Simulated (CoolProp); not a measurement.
Properties of hydrogen chloride along the isobar 27400 kPa.

Computed with CoolProp (reference Helmholtz-energy equation of state, Thol 2018).

| T (°C) | phase | density (kg/m³) | Joule-Thomson coefficient (K/MPa) | expansivity (1/kK) |
|---|---|---|---|---|
| -56.95 | liquid | 1155 | -0.3089 | (withheld) |
| -17.85 | liquid | 1062 | -0.2244 | 2.386 |
| 21.35 | liquid | (withheld) | -0.05550 | 3.085 |
| 60.55 | supercritical | 827.4 | 0.2890 | 4.360 |
| 99.65 | supercritical | 670.3 | 0.9835 | 6.539 |
| 138.85 | supercritical | 500.9 | (withheld) | (withheld) |
| 177.95 | supercritical | 380.0 | 2.560 | 6.071 |
| 217.15 | supercritical | 310.5 | 2.592 | 4.385 |

Q: Fill in the missing entries.

A: 
- -56.95, expansivity (1/kK): 1.973
- 21.35, density (kg/m³): 954.9
- 138.85, Joule-Thomson coefficient (K/MPa): 1.983
- 138.85, expansivity (1/kK): 7.812
